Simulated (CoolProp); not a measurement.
Vapour-liquid equilibrium of propane (1) + c-C4F8 (RC318) (2) at 0.807 MPa; x and y are mole fractions of (1).

Model: multi-fluid Helmholtz-energy mixture model, Lemmon 2009 and Platzer 1990; pair parameters Bell 2016, in CoolProp. This equation is an older, rougher fit; its heat capacities, sound speeds and derivatives of the liquid may be far off and weren't checked against measurements.

```tsv
x	bubble temperature (°C)	y at the bubble point	dew temperature at overall composition x (°C)	liquid density (mol/L)
0.05	51.8	0.168	56.5	6.979
0.125	43.2	0.363	53.5	[?]
0.2	36.5	0.498	50.4	7.624
0.275	31.5	0.589	47.2	7.908
0.35	27.9	0.652	43.8	8.179
0.425	25.3	0.697	40.2	8.447
0.5	23.4	0.732	36.3	8.724
0.575	22.0	0.761	32.3	9.020
0.65	20.8	0.789	28.0	9.343
0.725	19.9	0.817	23.8	9.701
0.8	19.1	0.850	20.4	10.10
0.875	18.6	0.892	[?]	[?]
0.95	18.4	0.949	18.4	11.04
```

**Question.** What belongs in the gaps?

**Answer.** 
- 0.125, liquid density (mol/L): 7.316
- 0.875, dew temperature at overall composition x (°C): 18.8
- 0.875, liquid density (mol/L): 10.55

y crosses x between x = 0.875 and 0.95: the model has an azeotrope there.

The pair parameters rest on a limited set of measurements; away from them the model extrapolates.
